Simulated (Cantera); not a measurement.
Feed: 1 mol PbO, 0.6 mol CO, equilibrated at 1.00 Torr.

Method: chemical equilibrium by Gibbs-energy minimisation in Cantera with the NASA 1993 tables (ideal gas, pure condensed phases). Candidate condensed phases: C, Pb, PbO, PbO2, Pb3O4; 15 gas species. Gases not in the tables: (PbO)n polymers. Equilibrium is a limit: real reactors are often held back by kinetics, nucleation or transport. All values below are at 1675 K.

Base state: Pb 0.421, CO2 0.361, PbO 0.186, O2 0.0299, CO 0.00292, O 0.000162 (mole fractions); condensed: gas only.

Task: What changes in the equilibrium state with this change: PbO replaced by Cu2O?

Result: 
```tsv
species	before	after
CO2	0.361	0.683
O2	0.0299	0.229
Cu	0	0.0856
Pb	0.421	0
PbO	0.186	0
CuO	0	0.000232
Cu2	0	9.14e-5
O	0.000162	0.000448
CO	0.00292	0.00200
Cu(l), mol	0	1.92
```
Further candidate phases: Cu, CuO, Cu2O.
